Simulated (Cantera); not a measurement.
# Roasting and sulfation: MgCO3 + H2S + O2

Feed: 1 mol MgCO3, 0.069 mol H2S, 0.1 mol O2, at 673.15 K and 0.670 bar.

Method: chemical equilibrium by Gibbs-energy minimisation in Cantera with the NASA 1993 tables (ideal gas, pure condensed phases). Candidate condensed phases: C, C6H6, C7H8, C8H18, H2O, H2SO4, Mg, MgCO3, MgO, Mg(OH)2, MgS, MgSO4, S; 130 gas species. Gases not in the tables: S3 to S7. The numbers say what is thermodynamically allowed, not how fast it happens.

The x(CO2) is 0.928 and the x(H2O) comes out as 0.0525. The x(H2S) comes out as 0.0116. The x(SO2) comes out as 0.00466 and the x(S2) comes out as 0.00226. The x(COS) is 0.000598, the x(S8) comes out as 0.000138 and the x(S2O) is 4.71e-5. The x(CO) is 1.75e-5 and the n(MgO(s)) comes out as 0.955 mol. The n(MgSO4(s)) comes out as 0.0447 mol. The gas amount is 1.077 mol and the log10 activity of MgCO3(s) (absent) is -0.18. The log10 activity of S(l) (absent) is -0.41. The log10 activity of C(graphite) (absent) is -5.53.
